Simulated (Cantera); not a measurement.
A closed system holds: 1 mol C₂H₆, 0.036 mol NH₃, 7.5 mol N₂, equilibrated at 1327 °C and 1.05 Torr.

Cantera equilibrium calculation (NASA polynomials, part measured and part estimated; ideal gas, pure solids and liquids). Candidate condensed phases: C, C₆H₆, C₇H₈, C₈H₁₈; 92 gas species. The numbers say what is thermodynamically allowed, not how fast it happens.

Base state: N₂ 0.710, H₂ 0.288, HCN 0.000926, H 0.000780, HNC 2.12e-5 (mole fractions); condensed: C(graphite).

Problem. What changes in the equilibrium state with this change: temperature from 1327 °C to 2552 °C?

Solution. 
| species | before | after |
|---|---|---|
| N₂ | 0.710 | 0.524 |
| H | 0.000780 | 0.371 |
| C₃ | <1e-9 | 0.0286 |
| H₂ | 0.288 | 0.0242 |
| CN | 1.83e-8 | 0.0212 |
| HCN | 0.000926 | 0.0160 |
| C | <1e-9 | 0.00604 |
| C₂ | <1e-9 | 0.00287 |
| C₂H | <1e-9 | 0.00169 |
| C₅ | <1e-9 | 0.000285 |
| C(graphite), mol | 1.99 | 0 |
